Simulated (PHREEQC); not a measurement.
NaOH is added in steps, without added water, to 1 kg of water holding 0.0013 mol/kgw KOH and 3.3e-05 mol/kgw CO2, at 70 °C. Oxygen is held at 0.21 atm. CO2 from the air is kept out. Only these solids could form: Nahcolite, Natron.

Base run: PHREEQC, ion-association model, wateq4f.dat. Each further column changes one thing. The table gives pH.

```json
[
 {"NaOH added (mol)": "0", "base": "9.89", "temperature from 70 to 20 °C": "11.24", "0.00081 mol/kgw Cs2SO4 added": "9.88", "CO2 from 3.3e-05 to 1.65e-05 mol/kgw": "9.90", "no solid may form": "9.89"},
 {"NaOH added (mol)": "0.0005156", "base": "10.04", "temperature from 70 to 20 °C": "11.39", "0.00081 mol/kgw Cs2SO4 added": "10.03", "CO2 from 3.3e-05 to 1.65e-05 mol/kgw": "10.04", "no solid may form": "10.04"},
 {"NaOH added (mol)": "0.0009281", "base": "10.12", "temperature from 70 to 20 °C": "11.48", "0.00081 mol/kgw Cs2SO4 added": "10.11", "CO2 from 3.3e-05 to 1.65e-05 mol/kgw": "10.13", "no solid may form": "10.12"},
 {"NaOH added (mol)": "0.001444", "base": "10.21", "temperature from 70 to 20 °C": "11.57", "0.00081 mol/kgw Cs2SO4 added": "10.20", "CO2 from 3.3e-05 to 1.65e-05 mol/kgw": "10.22", "no solid may form": "10.21"},
 {"NaOH added (mol)": "0.001856", "base": "10.27", "temperature from 70 to 20 °C": "11.63", "0.00081 mol/kgw Cs2SO4 added": "10.27", "CO2 from 3.3e-05 to 1.65e-05 mol/kgw": "10.28", "no solid may form": "10.27"},
 {"NaOH added (mol)": "0.002372", "base": "10.34", "temperature from 70 to 20 °C": "11.70", "0.00081 mol/kgw Cs2SO4 added": "10.33", "CO2 from 3.3e-05 to 1.65e-05 mol/kgw": "10.34", "no solid may form": "10.34"},
 {"NaOH added (mol)": "0.002784", "base": "10.38", "temperature from 70 to 20 °C": "11.74", "0.00081 mol/kgw Cs2SO4 added": "10.38", "CO2 from 3.3e-05 to 1.65e-05 mol/kgw": "10.39", "no solid may form": "10.38"},
 {"NaOH added (mol)": "0.0033", "base": "10.43", "temperature from 70 to 20 °C": "11.79", "0.00081 mol/kgw Cs2SO4 added": "10.43", "CO2 from 3.3e-05 to 1.65e-05 mol/kgw": "10.44", "no solid may form": "10.43"}
]
```

Constants without temperature data keep their 25 °C values here.  Solids allowed in the column '0.00081 mol/kgw Cs2SO4 added': Mirabilite, Nahcolite, Natron.
